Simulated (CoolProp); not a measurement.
R236FA along the isobar 0.101 MPa: density (kg/m³) from the reference equation and from simpler models built on Tc = 124.9 °C, pc = 3.191 MPa, ω = 0.377; each cubic takes its own stable root.

The numbers come from the reference Helmholtz-energy equation of state, Pan 2012 in CoolProp.

```json
[
 {"T (°C)": "-80.45", "phase": "liquid", "reference": "1673"},
 {"T (°C)": "-65.65", "phase": "liquid", "reference": "1633"},
 {"T (°C)": "-50.85", "phase": "liquid", "reference": "1591"},
 {"T (°C)": "-36.05", "phase": "liquid", "reference": "1549"},
 {"T (°C)": "-21.25", "phase": "liquid", "reference": "1506"},
 {"T (°C)": "-6.45", "phase": "liquid", "reference": "1462"},
 {"T (°C)": "8.35", "phase": "gas", "reference": "6.837"},
 {"T (°C)": "23.15", "phase": "gas", "reference": "6.447"},
 {"T (°C)": "37.95", "phase": "gas", "reference": "6.105"},
 {"T (°C)": "52.75", "phase": "gas", "reference": "5.802"},
 {"T (°C)": "67.65", "phase": "gas", "reference": "5.528"},
 {"T (°C)": "82.45", "phase": "gas", "reference": "5.283"},
 {"T (°C)": "97.25", "phase": "gas", "reference": "5.059"},
 {"T (°C)": "112.05", "phase": "gas", "reference": "4.855"},
 {"T (°C)": "126.85", "phase": "gas", "reference": "4.668"}
]
```

### Question
How far does each simpler model (van der Waals, Soave-Redlich-Kwong, Peng-Robinson) lie from the reference over these 15 states: mean and median of the absolute difference, and the worst?

### Answer
- van der Waals: mean 36.4 %, median 1.4 %, worst -99.5 % at -6.45 °C and 0.101 MPa
- Soave-Redlich-Kwong: mean 4.2 %, median 0.4 %, worst -11.1 % at -80.45 °C and 0.101 MPa
- Peng-Robinson: mean 0.6 %, median 0.1 %, worst +2.3 % at -6.45 °C and 0.101 MPa

At some of these states van der Waals gives the other phase, because its saturation line lies elsewhere.
